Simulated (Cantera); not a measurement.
Input (Python, Cantera):

```python
import numpy as np
import cantera as ct

gas = ct.Solution("gri30.yaml")
gas.TPX = 1498, 101325, {'CH3OH': 1, 'O2': 1.79, 'N2': 6.71}
reactor = ct.IdealGasConstPressureReactor(gas, energy="on", clone=False)
net = ct.ReactorNet([reactor])
net.rtol, net.atol = 1e-08, 1e-16
show = ['CH3OH', 'O2', 'C2H', 'C2H4', 'NO2', 'NO']
times = np.geomspace(1e-06, 0.5, 11)

steps = ct.SolutionArray(gas, extra=["t"])
rows = []
print(f"{'t/s':>10s}{'T/K':>9s}{'P/Pa':>11s}" + "".join(f"{s:>11s}" for s in show))
for t in times:
    while net.time < t:
        t_next = net.step()
        steps.append(gas.state, t=t_next)
    rows.append([np.interp(t, steps.t, y) for y in (steps.T, steps.P, *steps(*show).X.T)])
    print(f"{t:10.3e}{rows[-1][0]:9.1f}{rows[-1][1]:11.4g}" + "".join(f"{x:11.3e}" for x in rows[-1][2:]))
rate = np.gradient(steps.T, steps.t)
print("integrator steps:", len(steps.t))
if steps.T.max() > steps.T[0] + 200:
    print(f"time of steepest temperature rise: {steps.t[rate.argmax()]:.4e} s")
gas.TPX = 1498, 101325, {'CH3OH': 1, 'O2': 1.79, 'N2': 6.71}
gas.equilibrate("HP")
print(f"equilibrium (HP): T = {gas.T:.1f} K  " + "  ".join(f"{s} {gas[s].X[0]:.3e}" for s in show))
```

It prints:

```
       t/s      T/K       P/Pa      CH3OH         O2        C2H       C2H4        NO2         NO
 1.000e-06   1498.0  1.013e+05  1.053e-01  1.884e-01  4.092e-20  1.322e-11  1.099e-20  8.470e-16
 3.714e-06   1498.0  1.013e+05  1.052e-01  1.884e-01  1.806e-19  2.179e-10  1.938e-18  6.312e-15
 1.380e-05   1498.0  1.013e+05  1.051e-01  1.883e-01  8.495e-19  4.214e-09  1.561e-16  3.003e-14
 5.125e-05   1498.3  1.013e+05  1.045e-01  1.879e-01  1.258e-17  3.139e-08  1.281e-14  1.773e-13
 1.904e-04   1547.6  1.013e+05  8.232e-02  1.746e-01  9.977e-15  9.469e-08  6.746e-12  1.249e-11
 7.071e-04   2670.2  1.013e+05  4.346e-17  4.069e-02  1.075e-20  9.431e-25  3.944e-07  1.206e-03
 2.627e-03   2669.6  1.013e+05  4.410e-17  3.845e-02  1.067e-20  9.756e-25  1.951e-06  6.025e-03
 9.756e-03   2663.7  1.013e+05  4.500e-17  3.630e-02  1.036e-20  1.009e-24  3.478e-06  1.099e-02
 3.624e-02   2663.3  1.013e+05  4.507e-17  3.615e-02  1.033e-20  1.011e-24  3.579e-06  1.133e-02
 1.346e-01   2663.3  1.013e+05  4.507e-17  3.615e-02  1.033e-20  1.011e-24  3.579e-06  1.133e-02
 5.000e-01   2663.3  1.013e+05  4.507e-17  3.615e-02  1.033e-20  1.011e-24  3.579e-06  1.133e-02
integrator steps: 1815
time of steepest temperature rise: 2.4504e-04 s
equilibrium (HP): T = 2663.3 K  CH3OH 4.671e-17  O2 3.615e-02  C2H 1.108e-20  C2H4 1.140e-24  NO2 3.579e-06  NO 1.133e-02
```

Model: GRI-Mech 3.0 (53 species, 325 reactions), integrated in Cantera. GRI-Mech 3.0 was tuned for natural gas; its chemistry of methanol as a main component is partial and can be far from experiment.
